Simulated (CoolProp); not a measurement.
A closed Brayton cycle with carbon dioxide: compressor inlet 330.15 K and 7.9 MPa, high pressure 23 MPa, turbine inlet 890 K, compressor efficiency 0.89, turbine efficiency 0.93, recuperator effectiveness 0 (on enthalpy, no pinch check). Each further row changes one setting.

Computed with CoolProp (reference Helmholtz-energy equation of state, Span 1996).

| case | thermal efficiency (%) | net work (kJ/kg) | compressor to turbine work | compressor exit (K) | turbine exit (K) |
|---|---|---|---|---|---|
| as stated | 16.2 | 98.1 | 0.37 | 423.8 | 752.6 |
| turbine inlet 840 K | 16.3 | 88.4 | 0.40 | 423.8 | 707.6 |
| compressor inlet 340.15 K | 15.9 | 92.4 | 0.41 | 438.4 | 752.6 |
| high pressure 19.6 MPa | 14.0 | 86.6 | 0.36 | 409.3 | 772.5 |
| recuperator effectiveness 0.5 | 23.6 | 98.1 | 0.37 | 423.8 | 752.6 |
